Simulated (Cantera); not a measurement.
Input: 1 mol borazine, 1.2 mol O2, 6 mol N2, at 5.20 mbar.

Equilibrium computed with Cantera from the NASA thermochemical tables; the gas is ideal and each condensed phase is pure. Candidate condensed phases: B, BN, B2O3, B3O3H3, H2O; 39 gas species. The feed counts by its element totals alone. Mutual solubility and eutectic melting of coexisting phases are not modelled. The numbers say what is thermodynamically allowed, not how fast it happens.

x: gas mole fraction; n: condensed amount in mol.

| T (K) | x N2 | x H2 | x B2O3 | x HBO | x B2O2 | x HBO2 | n BN(s) | n B2O3(l) |
|---|---|---|---|---|---|---|---|---|
| 1448 | 0.691 | 0.302 | 0.00138 | 0.00128 | 4.69e-5 | 0.00400 | 1.41 | 0.754 |
| 1473 | 0.690 | 0.301 | 0.00238 | 0.00192 | 9.80e-5 | 0.00502 | 1.41 | 0.735 |
| 1498 | 0.688 | 0.299 | 0.00400 | 0.00282 | 0.000200 | 0.00623 | 1.41 | 0.707 |
| 1523 | 0.685 | 0.296 | 0.00663 | 0.00409 | 0.000397 | 0.00767 | 1.41 | 0.666 |
| 1548 | 0.680 | 0.292 | 0.0108 | 0.00586 | 0.000772 | 0.00935 | 1.41 | 0.604 |
| 1573 | 0.674 | 0.287 | 0.0173 | 0.00827 | 0.00147 | 0.0113 | 1.40 | 0.510 |
| 1598 | 0.664 | 0.280 | 0.0272 | 0.0115 | 0.00275 | 0.0134 | 1.39 | 0.369 |
| 1623 | 0.650 | 0.270 | 0.0423 | 0.0158 | 0.00505 | 0.0158 | 1.36 | 0.152 |
| 1648 | 0.640 | 0.262 | 0.0519 | (withheld) | (withheld) | 0.0161 | 1.33 | 0 |
| 1673 | 0.639 | 0.260 | 0.0500 | 0.0233 | 0.0102 | 0.0141 | 1.29 | 0 |
| 1698 | 0.638 | 0.258 | 0.0476 | 0.0270 | 0.0131 | 0.0123 | 1.25 | 0 |
| 1723 | 0.638 | 0.256 | 0.0445 | (withheld) | (withheld) | (withheld) | 1.20 | 0 |
| 1748 | 0.636 | 0.253 | 0.0409 | 0.0349 | 0.0202 | 0.00909 | 1.15 | 0 |
| 1773 | 0.635 | 0.249 | 0.0367 | 0.0390 | 0.0244 | 0.00768 | 1.09 | 0 |

Task: What belongs in the gaps?

Result: 
- 1723, x HBO: 0.0309
- 1723, x B2O2: 0.0164
- 1723, x HBO2: 0.0106
- 1648, x HBO: 0.0199
- 1648, x B2O2: 0.00784
